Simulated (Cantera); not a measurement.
A perfectly stirred reactor is fed with C₃H₈ : O₂ : N₂ = 1 : 5 : 28 (molar parts), at 500000 Pa; it is adiabatic with a 300 K inlet, and is followed from long to short residence time, starting on the burning branch (τ in s: 0.12, 0.033, 0.0094, 0.0027, 0.00077, 0.00022, 6.3e-05, 1.8e-05, 5.1e-06).

Computed with Cantera and GRI-Mech 3.0 (53 species, 325 reactions). GRI-Mech 3.0 was tuned for natural gas; its chemistry of propane as a main component is partial and can be far from experiment.

x: mole fraction; the columns are a selection and need not sum to one.

```csv
τ (s),T (K),x C₃H₈,x O₂,x HO₂,x C₂H₄,x CO₂
0.12,1903,2.52e-7,0.00178,4.39e-7,1.48e-6,0.0826
0.033,1890,7.54e-7,0.00259,9.91e-7,3.62e-6,0.0812
0.0094,1870,[?],[?],[?],[?],0.0792
0.0027,1841,5.24e-6,0.00548,4.48e-6,1.91e-5,0.0764
0.00077,1797,[?],[?],[?],[?],0.0720
0.00022,1720,4.23e-5,0.0133,2.11e-5,0.000135,0.0637
6.3e-5,300,0.0294,0.147,<1e-12,<1e-12,<1e-12
1.8e-5,300,0.0294,0.147,<1e-12,<1e-12,<1e-12
5.1e-6,300,0.0294,0.147,<1e-12,<1e-12,<1e-12
```

Fill in the missing entries.


- 0.0094, x C₃H₈: 2.05e-6
- 0.0094, x O₂: 0.00375
- 0.0094, x HO₂: 2.15e-6
- 0.0094, x C₂H₄: 8.41e-6
- 0.00077, x C₃H₈: 1.35e-5
- 0.00077, x O₂: 0.00817
- 0.00077, x HO₂: 9.22e-6
- 0.00077, x C₂H₄: 4.53e-5
